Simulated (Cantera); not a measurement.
A closed system holds: 1 mol C, a varied amount of H2O, 18 mol H2, at 1298 K and 13300 Pa.

Equilibrium computed with Cantera from the NASA thermochemical tables; the gas is ideal and each condensed phase is pure. Candidate condensed phases: C, C6H6, C7H8, C8H18, H2O; 110 gas species. Equilibrium is a limit: real reactors are often held back by kinetics, nucleation or transport.

Q: Which condensed phases are stable at each of these points (n(H2O) (mol)): 0.39, 0.55, 0.71, 0.87, 1, 1.2, 1.4, 1.5, 1.7, 1.8, 2?

A: 
| n(H2O) (mol) | condensed phases | C condensed (%) |
|---|---|---|
| 0.39 | C(graphite) | 59.1 |
| 0.55 | C(graphite) | 43.2 |
| 0.71 | C(graphite) | 27.2 |
| 0.87 | C(graphite) | 11.2 |
| 1 | gas only | 0.0 |
| 1.2 | gas only | 0.0 |
| 1.4 | gas only | 0.0 |
| 1.5 | gas only | 0.0 |
| 1.7 | gas only | 0.0 |
| 1.8 | gas only | 0.0 |
| 2 | gas only | 0.0 |

From 0.39 mol H2O to 0.87 mol H2O the condensed part is C(graphite). From 1 mol H2O to 2 mol H2O nothing is condensed.
